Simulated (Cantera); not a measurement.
A perfectly stirred reactor is fed with 9.09 % NH3, 90.9 % H2, at 1.18 atm; it is held at 1625 K, and followed from long to short residence time.

Computed with Cantera and the gas-phase N/H chemistry of the illustrative SiF4/NH3 mechanism in the Surface Chemkin manual (1991). Walls and surfaces, which speed up NH3 decomposition in real reactors, are not modelled.

Q: Predict: x(NH3) at τ = 17.0 s; x(H2) at τ = 17.0 s; x(N2H2) at τ = 17.0 s; x(N) at τ = 17.0 s; x(H) at τ = 17.0 s; x(NH3) at τ = 43.0 ms; x(H2) at τ = 43.0 ms; x(N2H2) at τ = 43.0 ms; x(N) at τ = 43.0 ms; x(H) at τ = 43.0 ms.

A: 
```
Quantity                 Result
----------------------  -------
x(NH3) at τ = 17.0 s     0.0655
x(H2) at τ = 17.0 s       0.923
x(N2H2) at τ = 17.0 s   3.73e-9
x(N) at τ = 17.0 s      1.25e-9
x(H) at τ = 17.0 s      5.87e-5
x(NH3) at τ = 43.0 ms    0.0908
x(H2) at τ = 43.0 ms      0.909
x(N2H2) at τ = 43.0 ms  6.27e-9
x(N) at τ = 43.0 ms     1.42e-9
x(H) at τ = 43.0 ms     5.41e-5
```
